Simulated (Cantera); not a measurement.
Input (Python, Cantera) and output of one run.

```python
import numpy as np
import cantera as ct

gas_names = """
    NO2 TaO2 N
""".split()
cond_names = """
    Ta(cr) Ta(L)
""".split()


def load(file, names, dense=False):
    # The tables refer to 1 bar. Condensed volumes are neglected.
    table = {s.name: s for s in ct.Species.list_from_file(file)}
    out = []
    for n in names:
        d = dict(table[n].input_data)
        d["thermo"] = dict(d["thermo"], **{"reference-pressure": 1e5})
        if dense:
            d["equation-of-state"] = {"model": "constant-volume", "density": "1e6 g/cm^3"}
        out.append(ct.Species.from_dict(d))
    return out


species = {s.name: s for s in load("nasa_gas.yaml", gas_names) + load("nasa_condensed.yaml", cond_names)}
# Each term lists the table entries of one substance; the one whose range holds T is used.
reactions = {
    'NO2(g) + Ta = TaO2(g) + N(g)':
        [(-1, ['NO2']), (-1, ['Ta(cr)', 'Ta(L)']), (1, ['TaO2']), (1, ['N'])],
}


def pick(names, T):
    return next(species[n] for n in names if species[n].thermo.min_temp <= T <= species[n].thermo.max_temp)


results = []
for label, terms in reactions.items():
    print(label)
    print("     T/K   dH/kJ  dS/(J/K)   dG/kJ   log10 K")
    for T in [2173, 2223, 2273, 2323, 2373, 2423, 2473, 2523]:
        used = [(nu, pick(names, T)) for nu, names in terms]
        dH = sum(nu * s.thermo.h(T) for nu, s in used) / 1e6
        dS = sum(nu * s.thermo.s(T) for nu, s in used) / 1e3
        dG = dH - T * dS / 1e3
        logK = -dG * 1e6 / (ct.gas_constant * T * np.log(10))
        results.append((label, T, dH, dS, dG, logK, [s.name for _, s in used]))
        print(f"{T:8g} {dH:8.1f} {dS:8.1f} {dG:8.1f} {logK:8.2f}")
```

Output:

```
NO2(g) + Ta = TaO2(g) + N(g)
     T/K   dH/kJ  dS/(J/K)   dG/kJ   log10 K
    2173    227.5    145.9    -89.6     2.15
    2223    226.8    145.6    -96.9     2.28
    2273    226.2    145.4   -104.2     2.39
    2323    225.6    145.1   -111.4     2.51
    2373    224.9    144.8   -118.7     2.61
    2423    224.2    144.5   -125.9     2.71
    2473    223.5    144.2   -133.1     2.81
    2523    222.8    143.9   -140.3     2.91
```

Source: NASA polynomial tables (part measured, part estimated), evaluated in Cantera. Condensed species are held in their standard states even where they would react or evaporate.
